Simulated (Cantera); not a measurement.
Feed: 1 mol Fe3O4, 200 mol H2, 4.2 mol N2, at 1573.15 K and 24.0 mbar.

These are equilibrium values from Cantera (NASA tables, ideal gas, pure condensed phases), not measurements of a reactor. Candidate condensed phases: Fe, FeO, Fe(OH)2, Fe(OH)3, Fe2O3, Fe3O4, H2O; 27 gas species. Kinetics and transport are ignored.

Base state: H2 0.960, N2 0.0206, H2O 0.0196, H 0.000258, Fe 2.75e-5 (mole fractions); condensed: Fe(γ).

**Question.** What changes in the equilibrium state with this change: Fe3O4 replaced by Al2O3?

**Answer.** 
```csv
species,before,after
H2,0.960,0.979
N2,0.0206,0.0206
H,0.000258,0.000260
H2O,0.0196,2.69e-6
Fe,2.75e-5,0
"Fe(γ), mol",2.99,0
"Al2O3(s), mol",0,1.000
```
Further candidate phases: Al, AlN, Al2O3.

**Question.** What changes in the equilibrium state with this change: temperature from 1573.15 K to 1775 K?

**Answer.** 
```tsv
species	before	after
H2	0.960	0.957
N2	0.0206	0.0205
H2O	0.0196	0.0196
H	0.000258	0.00183
Fe	2.75e-5	0.000849
Fe(γ), mol	2.99	0
Fe(δ), mol	0	2.83
```
